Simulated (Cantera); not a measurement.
Charge: 1 mol Cr, 0.036 mol O2, 45 mol H2, 3.6 mol N2O, at 923 K and 133 Pa.

Cantera equilibrium calculation (NASA polynomials, part measured and part estimated; ideal gas, pure solids and liquids). Candidate condensed phases: Cr, CrN, Cr2N, Cr2O3, H2O; 29 gas species. Equilibrium is a limit: real reactors are often held back by kinetics, nucleation or transport.

Base state: H2 0.881, N2 0.0741, H2O 0.0447 (mole fractions); condensed: Cr2O3(s).

Question: What changes in the equilibrium state with this change: Cr replaced by V?

Answer: 
```csv
species,before,after
H2,0.881,0.881
N2,0.0741,0.0741
H2O,0.0447,0.0447
"Cr2O3(s), mol",0.500,0
"V2O3(s), mol",0,0.500
```
Condensed phases not in the tables: the oxides between V2O3 and V2O5 other than VO2. Further candidate phases: V, VN, VO, V2O3, V2O4, V2O5.
